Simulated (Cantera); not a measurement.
A diamond (100) surface in a fixed gas of H2 with x(CH4) = 0.025, x(H) = 0.0003, x(CH3) = 0.0017, 48.0 Torr; coverages are run to steady state.

Computed with Cantera and the Harris–Goodwin 1993 mechanism for the reconstructed diamond (100) surface.

θ: site fractions in the mechanism's names (c6HH fully hydrogenated, c6H* and c6*H radical sites, c6** diradical, c6HM methylated).

| T (K) | growth (µm/h) | θ c6HH | θ c6H* | θ c6*H | θ c6** | θ c6HM |
|---|---|---|---|---|---|---|
| 900 | (withheld) | 0.131 | 0.00179 | 0.0501 | 0.000300 | 0.657 |
| 950 | (withheld) | 0.156 | 0.00305 | 0.0724 | 0.000564 | 0.589 |
| 1000 | 9.16 | 0.204 | 0.00551 | 0.113 | 0.00111 | 0.494 |
| 1050 | 9.89 | 0.293 | 0.0106 | 0.191 | 0.00229 | 0.348 |
| 1100 | (withheld) | 0.399 | 0.0186 | 0.296 | 0.00422 | 0.181 |
| 1150 | (withheld) | 0.465 | 0.0264 | 0.375 | 0.00618 | 0.0716 |
| 1200 | (withheld) | 0.489 | 0.0322 | 0.413 | 0.00768 | 0.0250 |
| 1250 | (withheld) | 0.498 | 0.0364 | 0.425 | 0.00886 | 0.00852 |
| 1300 | (withheld) | 0.506 | 0.0397 | 0.424 | 0.0100 | 0.00296 |
| 1350 | (withheld) | 0.517 | 0.0423 | 0.418 | 0.0112 | 0.00106 |
| 1400 | (withheld) | 0.532 | 0.0444 | 0.406 | 0.0118 | 0.000400 |

Q: Some entries are withheld; supply them.

A: 
- 900, growth (µm/h): 4.66
- 950, growth (µm/h): 6.91
- 1100, growth (µm/h): 7.99
- 1150, growth (µm/h): 5.37
- 1200, growth (µm/h): 3.86
- 1250, growth (µm/h): 3.26
- 1300, growth (µm/h): 2.82
- 1350, growth (µm/h): 2.04
- 1400, growth (µm/h): 1.11
